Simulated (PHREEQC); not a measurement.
Dissolve 0.0012 mol H2SO4, 0.02 mol NaCl and 0.00037 mol CuCl2 per kg of water at 25 °C. It is in equilibrium with CO2 at log p = -3.4 (atm). Otherwise closed; pH follows from the charge balance.

Model: ion-association model, phreeqc.dat, run in PHREEQC.

Precipitation was switched off in this run.

### Question
Order these Cu species by the share of Cu that they hold, largest first: Cu+2, CuSO4, CuCl+.

### Answer
Cu+2 (91 %), CuSO4 (5.9 %), CuCl+ (2.9 %)

### Question
Order these S species by the share of S that they hold, largest first: CuSO4, NaSO4-, HSO4-, SO4-2.

### Answer
SO4-2 (83 %), HSO4- (10 %), NaSO4- (4.6 %), CuSO4 (1.8 %)

The pH is 2.70 and the ionic strength 0.0242 mol/kgw. Complexes and solids missing from the database can't appear.
